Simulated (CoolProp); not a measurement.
Methanol at 466.84 K and 2.04 MPa is throttled through a valve to 1.19 MPa with no heat exchange. Each further row changes one setting.

Values from CoolProp's reference Helmholtz-energy equation of state, de Reuck 1993.

| case | temperature change (K) | final density (kg/m³) |
|---|---|---|
| as stated | -18.4 | … |
| outlet pressure 0.357 MPa | … | … |
| outlet pressure 1.55 MPa | … | … |

Question: Fill in the missing entries.

Answer: 
- as stated, final density (kg/m³): 11.4
- outlet pressure 0.357 MPa, temperature change (K): -41.0
- outlet pressure 0.357 MPa, final density (kg/m³): 3.35
- outlet pressure 1.55 MPa, temperature change (K): -10.1
- outlet pressure 1.55 MPa, final density (kg/m³): 14.9
